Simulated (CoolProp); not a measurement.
Toluene along the isobar 49.2 bar: density (kg/m³) from the reference equation and from simpler models built on Tc = 591.7 K, pc = 41.26 bar, ω = 0.266; each cubic takes its own stable root.

Computed with CoolProp (reference Helmholtz-energy equation of state, Lemmon 2006). It is a short technical equation, of lower accuracy than the large ones.

```csv
T (K),phase,reference
395.5,liquid,774.1
400,liquid,769.5
404.6,liquid,764.9
409.1,liquid,760.3
413.7,liquid,755.5
418.2,liquid,750.9
422.8,liquid,746.0
427.3,liquid,741.2
431.9,liquid,736.3
436.4,liquid,731.4
441,liquid,726.4
445.5,liquid,721.4
450.1,liquid,716.2
454.7,liquid,711.0
459.2,liquid,705.8
```

Question: How far does each simpler model (Redlich-Kwong, Soave-Redlich-Kwong, Peng-Robinson) lie from the reference over these 15 states: mean and median of the absolute difference, and the worst?

Answer: 
- Redlich-Kwong: mean 13.5 %, median 13.4 %, worst -14.2 % at 459.2 K and 49.2 bar
- Soave-Redlich-Kwong: mean 10.3 %, median 10.2 %, worst -10.7 % at 459.2 K and 49.2 bar
- Peng-Robinson: mean 1.4 %, median 1.4 %, worst +1.6 % at 400 K and 49.2 bar
